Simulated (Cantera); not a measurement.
Input (Python, Cantera) and output of one run.

```python
import numpy as np
import cantera as ct

gas_names = """
    H HO2 H2 H2O H2O2 O OH O2 O3 Si SiH SiH2 SiH3 SiH4 SiO SiO2 Si2 Si3
""".split()
cond_names = """
    H2O(s) H2O(L) Si(cr) Si(L) SiO2(Lqz) SiO2(hqz) SiO2(L)
""".split()


def load(file, names, dense=False):
    # The tables refer to 1 bar. Condensed volumes are neglected.
    table = {s.name: s for s in ct.Species.list_from_file(file)}
    out = []
    for n in names:
        d = dict(table[n].input_data)
        d["thermo"] = dict(d["thermo"], **{"reference-pressure": 1e5})
        if dense:
            d["equation-of-state"] = {"model": "constant-volume", "density": "1e6 g/cm^3"}
        out.append(ct.Species.from_dict(d))
    return out


gas = ct.Solution(thermo="ideal-gas", species=load("nasa_gas.yaml", gas_names))
cond = {s.name: ct.Solution(thermo="fixed-stoichiometry", species=[s], name=s.name)
        for s in load("nasa_condensed.yaml", cond_names, dense=True)}
atoms = {
    'Si': {'Si': 1},
    'O2': {'O': 2},
    'H2': {'H': 2},
}
top_T = {}  # K; cautious upper limits of use, not melting points


def equilibrate(T, P, feed):
    n = {}
    for name, mol in feed.items():
        for a, k in atoms[name].items():
            n[a] = n.get(a, 0.0) + k * mol
    gas.TPX = T, P, n
    mass = sum(n.values()) * gas.mean_molecular_weight
    gas.equilibrate("TP")
    valid = [c for c in cond.values() if c.min_temp <= T <= top_T.get(c.name, c.max_temp)]
    mix = ct.Mixture([(gas, mass / gas.mean_molecular_weight)] + [(c, 0.0) for c in valid])
    mix.T, mix.P = T, P
    mix.equilibrate("TP", solver="vcs", rtol=1e-11, max_steps=5000)
    return mix


results = []
feed = {'Si': 1, 'O2': 0.028, 'H2': 33}  # mol
P = 55000  # Pa
for T in [925, 1025, 1125, 1225, 1325, 1425, 1525, 1625, 1725, 1825, 1925]:
    mix = equilibrate(T, P, feed)
    results.append((T, P, feed, dict(zip(mix.species_names, mix.species_moles))))
    x = sorted(zip(gas.X, gas.species_names), reverse=True)
    print(f"T = {T:g} K  P = {P:g} Pa  gas = {mix.phase_moles(0):.4g} mol")
    print("   x: " + "  ".join(f"{s} {v:.3e}" for v, s in x if v > 0.001))
    print("   condensed (mol): " + ("  ".join(f"{mix.phase(i).name} {mix.phase_moles(i):.4g}"
          for i in range(1, mix.n_phases) if mix.phase_moles(i) > 1e-12) or "none"))
```

Output:

```
T = 925 K  P = 55000 Pa  gas = 33 mol
   x: H2 1.000e+00
   condensed (mol): Si(cr) 0.972  SiO2(hqz) 0.028
T = 1025 K  P = 55000 Pa  gas = 33 mol
   x: H2 1.000e+00
   condensed (mol): Si(cr) 0.972  SiO2(hqz) 0.028
T = 1125 K  P = 55000 Pa  gas = 33 mol
   x: H2 1.000e+00
   condensed (mol): Si(cr) 0.972  SiO2(hqz) 0.028
T = 1225 K  P = 55000 Pa  gas = 33 mol
   x: H2 1.000e+00
   condensed (mol): Si(cr) 0.972  SiO2(hqz) 0.02797
T = 1325 K  P = 55000 Pa  gas = 33 mol
   x: H2 1.000e+00
   condensed (mol): Si(cr) 0.9716  SiO2(hqz) 0.02758
T = 1425 K  P = 55000 Pa  gas = 33.01 mol
   x: H2 9.998e-01
   condensed (mol): Si(cr) 0.9683  SiO2(hqz) 0.02429
T = 1525 K  P = 55000 Pa  gas = 33.05 mol
   x: H2 9.985e-01  SiO 1.474e-03
   condensed (mol): Si(cr) 0.9476  SiO2(hqz) 0.003576
T = 1625 K  P = 55000 Pa  gas = 33.06 mol
   x: H2 9.982e-01  SiO 1.692e-03
   condensed (mol): Si(cr) 0.9438
T = 1725 K  P = 55000 Pa  gas = 33.06 mol
   x: H2 9.980e-01  SiO 1.692e-03
   condensed (mol): Si(L) 0.9433
T = 1825 K  P = 55000 Pa  gas = 33.07 mol
   x: H2 9.977e-01  SiO 1.693e-03
   condensed (mol): Si(L) 0.9423
T = 1925 K  P = 55000 Pa  gas = 33.08 mol
   x: H2 9.969e-01  SiO 1.692e-03  H 1.287e-03
   condensed (mol): Si(L) 0.9401
```

These are equilibrium values from Cantera (NASA tables, ideal gas, pure condensed phases), not measurements of a reactor. Mutual solubility and eutectic melting of coexisting phases are not modelled. The tables hold silica as quartz up to 1696 K and as liquid above; real silica turns to tridymite and cristobalite and melts near 1996 K. Gases not in the tables: Si2H6 and higher silanes.
